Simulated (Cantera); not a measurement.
Oxide etching and cleaning by halides: Al₂O₃ + SiCl₄ + O₂

Feed: 1 mol Al₂O₃, 0.77 mol SiCl₄, 1.1 mol O₂, at 0.150 bar.

These are equilibrium values from Cantera (NASA tables, ideal gas, pure condensed phases), not measurements of a reactor. Candidate condensed phases: Al, AlCl₃, Al₂O₃, Al₂SiO₅, Al₆Si₂O₁₃, Si, SiO₂; 26 gas species. Mutual solubility and eutectic melting of coexisting phases are not modelled. Condensed phases not in the tables: AlOCl, alloys, solid solutions and most ternary compounds. Rates play no part.

```
T (°C)  x Cl₂   x O₂      x Cl    x ClO  x AlCl₃       x O   x SiCl₄  n Al₂O₃(s)  n Al₂SiO₅(andalusite)  n Al₆Si₂O₁₃(mullite)
------  -----  -----  --------  -------  -------  --------  --------  ----------  ---------------------  --------------------
650     0.823  0.176  0.000262  3.32e-6  7.71e-9  1.35e-11  6.00e-12       0.230                  0.770                     0
675     0.823  0.176  0.000401  4.71e-6  1.81e-8  3.22e-11  1.44e-11       0.230                  0.770                     0
700     0.823  0.176  0.000601  6.56e-6  4.08e-8  7.34e-11  3.28e-11       0.230                  0.770                     0
725     0.823  0.176  0.000883  8.98e-6  8.82e-8  1.60e-10  7.20e-11       0.230                  0.770                     0
750     0.822  0.176   0.00127  1.21e-5  1.83e-7  3.38e-10  1.52e-10       0.230                  0.770                     0
775     0.822  0.176   0.00180  1.61e-5  3.67e-7  6.86e-10  3.09e-10       0.230                  0.770                     0
800     0.821  0.176   0.00252  2.11e-5  7.12e-7   1.35e-9  6.07e-10       0.230                  0.770                     0
825     0.820  0.176   0.00346  2.74e-5  1.34e-6   2.57e-9   1.16e-9       0.230                  0.770                     0
850     0.819  0.176   0.00468  3.51e-5  2.43e-6   4.76e-9   2.15e-9           0                  0.310                 0.230
875     0.818  0.176   0.00626  4.44e-5  4.13e-6   8.59e-9   4.25e-9           0                  0.310                 0.230
900     0.816  0.176   0.00826  5.57e-5  6.83e-6   1.51e-8   8.14e-9           0                  0.310                 0.230
```
x: gas mole fraction; n: condensed amount in mol.

From 650 °C to 825 °C the condensed part is Al₂O₃(s) + Al₂SiO₅(andalusite). From 850 °C to 900 °C the condensed part is Al₂SiO₅(andalusite) + Al₆Si₂O₁₃(mullite).
